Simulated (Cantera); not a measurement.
A closed system holds: 1 mol CH3SiCl3, 0.59 mol HCl, 2.2 mol H2, held at 1100 K and 13.3 mbar.

Cantera equilibrium calculation (NASA polynomials, part measured and part estimated; ideal gas, pure solids and liquids). Candidate condensed phases: C, C6H6, C7H8, C8H18, Si, SiC; 109 gas species. The feed counts by its element totals alone. The tables' values for SiCl3 are old estimates; treat these amounts as uncertain. Rates play no part.

Base state: H2 0.585, HCl 0.328, SiCl4 0.0837, SiHCl3 0.00220, SiCl3 0.00140, SiCl2 0.000324, CH4 0.000164 (mole fractions); condensed: C(graphite) + SiC(s).

**Question.** What changes in the equilibrium state with this change: CH3SiCl3 replaced by SiCl4?

**Answer.** 
```csv
species,before,after
H2,0.585,0.559
SiCl4,0.0837,0.241
HCl,0.328,0.179
SiHCl3,0.00220,0.0111
CH4,0.000164,0
SiCl2,0.000324,0.00298
SiH2Cl2,6.96e-6,6.12e-5
SiCl3,0.00140,0.00718
"C(graphite), mol",0.466,0
"SiC(s), mol",0.533,0
```

**Question.** What changes in the equilibrium state with this change: temperature from 1100 K to 1175 K?

**Answer.** 
```csv
species,before,after
H2,0.585,0.527
HCl,0.328,0.409
SiCl4,0.0837,0.0587
SiCl2,0.000324,0.00104
CH4,0.000164,7.10e-5
SiCl3,0.00140,0.00250
SiHCl3,0.00220,0.00179
"C(graphite), mol",0.466,0.349
"SiC(s), mol",0.533,0.651
```
